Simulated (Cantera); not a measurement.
Input: 1 mol SiO2, 4.7 mol CH4, 4.3 mol N2, at 6.70 mbar.

Method: chemical equilibrium by Gibbs-energy minimisation in Cantera with the NASA 1993 tables (ideal gas, pure condensed phases). Candidate condensed phases: C, C6H6, C7H8, C8H18, H2O, Si, SiC, SiO2, Si2N2O, Si3N4; 151 gas species. N2 is the only nitrogen source here; it is nearly inert below about 1500 K, so the nitride shown seldom forms there in practice. Kinetics and transport are ignored.

x: gas mole fraction; n: condensed amount in mol.

| T (K) | x H2 | x N2 | x CO | x H | x HCN | x SiO | n C(graphite) | n Si2N2O(s) | n SiC(s) |
|---|---|---|---|---|---|---|---|---|---|
| 1373 | 0.639 | 0.258 | 0.102 | 3.25e-5 | 0.000161 | 1.43e-5 | 3.20 | 0.500 | 0 |
| 1423 | 0.639 | 0.258 | 0.102 | 6.49e-5 | 0.000242 | 5.15e-5 | 3.20 | 0.500 | 0 |
| 1473 | 0.639 | 0.258 | 0.102 | 0.000124 | 0.000354 | 0.000169 | 3.20 | 0.499 | 0 |
| 1523 | 0.598 | 0.274 | 0.127 | 0.000218 | 0.000502 | 0.000274 | 1.70 | 0 | 0.996 |
| 1573 | 0.598 | 0.273 | 0.127 | 0.000384 | 0.000698 | 0.000333 | 1.70 | 0 | 0.995 |
| 1623 | 0.598 | 0.273 | 0.127 | 0.000653 | 0.000952 | 0.000400 | 1.70 | 0 | 0.994 |
| 1673 | 0.597 | 0.273 | 0.127 | [?] | [?] | [?] | 1.69 | 0 | 0.993 |
| 1723 | 0.596 | 0.273 | 0.127 | 0.00172 | 0.00167 | 0.000558 | 1.69 | 0 | 0.991 |
| 1773 | 0.595 | 0.272 | 0.127 | [?] | [?] | [?] | 1.68 | 0 | 0.990 |
| 1823 | 0.594 | 0.272 | 0.126 | 0.00408 | 0.00276 | 0.000750 | 1.67 | 0 | 0.988 |
| 1873 | 0.592 | 0.271 | 0.126 | 0.00607 | 0.00346 | 0.000857 | 1.66 | 0 | 0.986 |
| 1923 | 0.589 | 0.270 | 0.126 | 0.00883 | 0.00429 | 0.000973 | 1.65 | 0 | 0.983 |
| 1973 | 0.585 | 0.269 | 0.125 | 0.0126 | 0.00526 | 0.00110 | 1.64 | 0 | 0.978 |
| 2023 | 0.580 | 0.268 | 0.125 | 0.0177 | 0.00636 | 0.00123 | 1.62 | 0 | 0.971 |

Question: Complete the blanks.

Answer: 
- 1673, x H: 0.00108
- 1673, x HCN: 0.00127
- 1673, x SiO: 0.000475
- 1773, x H: 0.00268
- 1773, x HCN: 0.00216
- 1773, x SiO: 0.000650
